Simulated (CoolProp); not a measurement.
The numbers come from the reference Helmholtz-energy equation of state, Tillner-Roth 1994 in CoolProp.

**Question.** Give the vapour pressure (MPa), liquid density (kg/m³), vapour density (kg/m³), liquid conductivity (mW/(m K)) of saturated R134a at 4.05, 37.35 °C.

**Answer.** 
```
T (°C)  p (MPa)  liquid density (kg/m³)  vapour density (kg/m³)  liquid conductivity (mW/(m K))
------  -------  ----------------------  ----------------------  ------------------------------
4.05      0.338                    1280                    16.6                            90.2
37.35     0.946                    1160                    46.4                            75.9
```

Thermal conductivity comes from a separate model (McLinden 2000), an estimate that may be off by 10 % or more.
